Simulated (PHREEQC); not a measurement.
A PHREEQC input (ion-association model, phreeqc.dat):

```
SOLUTION 1
  temp 25
  units mg/L
  pH 7.13 charge
  pe 8.9
  Na 117
  K 2.72
  Ca 55.8
  Mg 17.2
  Cl 48.9
  S(6) 22.5 as SO4
  Alkalinity 451 as HCO3
  Zn 11.1
  Li 0.303
  O(0) 1.26
END
USE solution 1
EQUILIBRIUM_PHASES 1
  Gypsum 0 0
  CO2(g) -2 10
END
```

It stops with these messages:

```
ERROR: pH adustment cannot attain charge balance when alkalinity is fixed.
ERROR: Program terminating due to input errors.
```

The fault: pH asked from the charge balance while alkalinity is fixed. The line should read `pH 7.13` where the input has `pH 7.13 charge`. With the mend the run ends at pH 7.61 and ionic strength 0.0113 mol/kgw.
